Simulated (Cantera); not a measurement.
A closed system holds: 1 mol CF4, 4.4 mol H2, held at 100000 Pa.

Cantera equilibrium calculation (NASA polynomials, part measured and part estimated; ideal gas, pure solids and liquids). Candidate condensed phases: C, C6H6, C7H8, C8H18; 95 gas species. Kinetics and transport are ignored.

Q: At 2550 K, list the 7 most abundant gas species with their mole fractions, and the condensed phases.

A: HF 0.619, H2 0.357, H 0.0186, C2H2 (acetylene) 0.00475, F 7.67e-5, C4H2 2.61e-5, C2H 1.98e-5. Condensed: C(graphite).
